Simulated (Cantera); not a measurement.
A perfectly stirred reactor is fed with CH4 : O2 : N2 = 1 : 1.18 : 4.42 (molar parts), at 7500 Torr; it is adiabatic with a 800 K inlet, and is followed from long to short residence time, starting on the burning branch (τ in s: 0.036, 0.014, 0.0057, 0.0022, 0.00088, 0.00035, 0.00014, 5.4e-05, 2.2e-05, 8.5e-06, 3.4e-06).

Detailed kinetics in Cantera: GRI-Mech 3.0 (53 species, 325 reactions).

### Question
What does this change do: inlet temperature 800 to 325 K?

### Answer
```
quantity                                                                       before                                 after
------------------------------------------------  -----------------------------------  ------------------------------------
blow-out, bracketed by the residence times tried  burning at 0.140 ms, out at 54.0 µs  burning at 0.880 ms, out at 0.350 ms
x(CH4) at τ = 36.0 ms                                                        0.000907                                0.0101
x(O2) at τ = 36.0 ms                                                          5.20e-5                              0.000552
x(OH) at τ = 36.0 ms                                                          8.41e-5                               8.85e-6
x(CH2O) at τ = 36.0 ms                                                        1.68e-6                               6.36e-6
x(H) at τ = 36.0 ms                                                          0.000468                               5.62e-5
x(CH4) at τ = 0.350 ms                                                        0.00895                                 0.152
x(O2) at τ = 0.350 ms                                                         0.00368                                 0.179
x(OH) at τ = 0.350 ms                                                        0.000179                                <1e-12
x(CH2O) at τ = 0.350 ms                                                       5.53e-5                                <1e-12
x(H) at τ = 0.350 ms                                                         0.000596                                <1e-12
```

### Question
What does this change do: CH4 1 to 0.73 parts?

### Answer
```json
[
 {"quantity": "blow-out, bracketed by the residence times tried", "before": "burning at 0.140 ms, out at 54.0 µs", "after": "burning at 22.0 µs, out at 8.50 µs"},
 {"quantity": "x(CH4) at τ = 36.0 ms", "before": "0.000907", "after": "4.64e-6"},
 {"quantity": "x(O2) at τ = 36.0 ms", "before": "5.20e-5", "after": "0.000129"},
 {"quantity": "x(OH) at τ = 36.0 ms", "before": "8.41e-5", "after": "0.00158"},
 {"quantity": "x(CH2O) at τ = 36.0 ms", "before": "1.68e-6", "after": "2.87e-7"},
 {"quantity": "x(H) at τ = 36.0 ms", "before": "0.000468", "after": "0.00129"},
 {"quantity": "x(CH4) at τ = 0.350 ms", "before": "0.00895", "after": "0.000142"},
 {"quantity": "x(O2) at τ = 0.350 ms", "before": "0.00368", "after": "0.00131"},
 {"quantity": "x(OH) at τ = 0.350 ms", "before": "0.000179", "after": "0.00300"},
 {"quantity": "x(CH2O) at τ = 0.350 ms", "before": "5.53e-5", "after": "1.31e-5"},
 {"quantity": "x(H) at τ = 0.350 ms", "before": "0.000596", "after": "0.00261"}
]
```
